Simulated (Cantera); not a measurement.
Charge: 1 mol SiC, 0.0061 mol Si, 0.85 mol N2, at 3048 K.

Equilibrium computed with Cantera from the NASA thermochemical tables; the gas is ideal and each condensed phase is pure. Candidate condensed phases: C, Si, SiC, Si3N4; 20 gas species. The numbers say what is thermodynamically allowed, not how fast it happens.

Task: Which condensed phases are stable at each of these points (P (Pa)): 1, 5.60, 32, 180, 1000, 5600, 32000, 180000, 1000000?

Result: 
| P (Pa) | condensed phases | Si condensed (%) |
|---|---|---|
| 1 | gas only | 0.0 |
| 5.60 | gas only | 0.0 |
| 32 | gas only | 0.0 |
| 180 | gas only | 0.0 |
| 1000 | gas only | 0.0 |
| 5600 | gas only | 0.0 |
| 32000 | C(graphite) | 0.0 |
| 180000 | C(graphite) + SiC(s) | 84.9 |
| 1000000 | SiC(s) | 97.3 |

From 1.00 Pa to 56.0 mbar nothing is condensed. At 0.320 bar the condensed part is C(graphite). At 1.80 bar the condensed part is C(graphite) + SiC(s). At 10.0 bar the condensed part is SiC(s).
